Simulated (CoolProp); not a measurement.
Vapour-liquid equilibrium of benzene (1) + cyclohexane (2) at 348.3 K; x and y are mole fractions of (1).

Values from CoolProp's multi-fluid Helmholtz-energy mixture model, Thol 2012 and Zhou 2014; pair parameters Bell 2016.

Q: Give the bubble pressure and the first vapour's composition at x = 0.2, 0.5, 0.95. Is there an azeotrope?

A: x = 0.2: 0.09136 MPa, y = 0.241; x = 0.5: 0.09501 MPa, y = 0.509; x = 0.95: 0.08889 MPa, y = 0.930. y crosses x between x = 0.5 and 0.65: the model has an azeotrope there.

The pair parameters rest on a limited set of measurements; away from them the model extrapolates.
